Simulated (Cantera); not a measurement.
Feed: 1 mol Si2Cl6, 15 mol H2, equilibrated at 10000 Pa.

Cantera equilibrium calculation (NASA polynomials, part measured and part estimated; ideal gas, pure solids and liquids). Candidate condensed phases: Si; 19 gas species. The feed counts by its element totals alone. Gases not in the tables: Si2H6 and higher silanes. The numbers say what is thermodynamically allowed, not how fast it happens.

**Question.** What share of the Si ends up in condensed phases as a function of T (K), at 1673, 1698, 1723, 1748, 1773, 1798, 1823?

**Answer.** 
| T (K) | Si condensed (%) | as |
|---|---|---|
| 1673 | 14.5 | Si(s) |
| 1698 | 14.5 | Si(l) |
| 1723 | 15.2 | Si(l) |
| 1748 | 16.0 | Si(l) |
| 1773 | 16.8 | Si(l) |
| 1798 | 17.5 | Si(l) |
| 1823 | 18.2 | Si(l) |
